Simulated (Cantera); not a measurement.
Input: 1 mol FeS2, 3.6 mol SO2, 0.052 mol CO2, at 1.00 bar.

Method: chemical equilibrium by Gibbs-energy minimisation in Cantera with the NASA 1993 tables (ideal gas, pure condensed phases). Candidate condensed phases: C, Fe, Fe(CO)5, FeO, FeS, FeSO4, FeS2, Fe2O3, Fe2(SO4)3, Fe3O4, S; 25 gas species. FeS: taken at fixed stoichiometry. The numbers say what is thermodynamically allowed, not how fast it happens. All values below are at 1475 K.

Base state: SO2 0.862, S2 0.113, CO2 0.0117, S2O 0.00906, SO 0.00392, CO 0.000766, COS 3.49e-5, S 1.02e-5 (mole fractions); condensed: FeS(l).

Q: What changes in the equilibrium state with this change: FeS2 replaced by MgO?

A: 
```json
[
 {"species": "SO2", "before": "0.862", "after": "0.986"},
 {"species": "CO2", "before": "0.0117", "after": "0.0142"},
 {"species": "SO3", "before": "1.88e-6", "after": "0.000102"},
 {"species": "S2", "before": "0.113", "after": "2.87e-8"},
 {"species": "S2O", "before": "0.00906", "after": "1.10e-7"},
 {"species": "COS", "before": "3.49e-5", "after": "<1e-9"},
 {"species": "S", "before": "1.02e-5", "after": "5.14e-9"},
 {"species": "FeS(l), mol", "before": "1.00", "after": "0"},
 {"species": "MgO(s), mol", "before": "0", "after": "1.00"}
]
```
Further candidate phases: Mg, MgCO3, MgO, MgS, MgSO4.
